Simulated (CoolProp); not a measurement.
Vapour-liquid equilibrium of ethanol (1) + p-xylene (2) at 0.669 bar; x and y are mole fractions of (1).

Values from CoolProp's multi-fluid Helmholtz-energy mixture model, Schroeder 2014 and Zhou 2012; pair parameters Bell 2016.

Question: Give the bubble temperature and the first vapour's composition at x = 0.35, 0.425, 0.575. Is there an azeotrope?

Answer: x = 0.35: 72.7 °C, y = 0.845; x = 0.425: 72.5 °C, y = 0.847; x = 0.575: 71.9 °C, y = 0.855. No azeotrope shows between x = 0.05 and 0.95.

Pair parameters are fitted to limited data, so mixtures are less certain than the pure fluids. With so large a gap from Raoult's law the liquid may split in two, which this calculation doesn't test in full.
